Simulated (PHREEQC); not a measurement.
A solution holds 4.1 mmol/kgw TMAH, 1.3 mmol/kgw K2SO4 and 9.7 mmol/kgw CO2, at 25 °C. Closed to the air; pH follows from the charge balance.

Equilibrium calculation in PHREEQC: ion-association model, phreeqc.dat.

```csv
quantity,before,after
pH,6.18,6.20
KSO4- (mol/kgw),1.61e-5,2.08e-7
```

**Question.** Which change was made?
A. temperature from 25 to 35 °C
B. CO2 left out
C. diluted 10-fold with water
D. TMAH left out
E. CO2 from 0.0097 to 0.0146 mol/kgw

**Answer.** C, diluted 10-fold with water

This is a speciation only: nothing precipitates in the calculation. (CH3)4N+ isn't in the database: it is added as a free cation with an ion size of 4 Å.
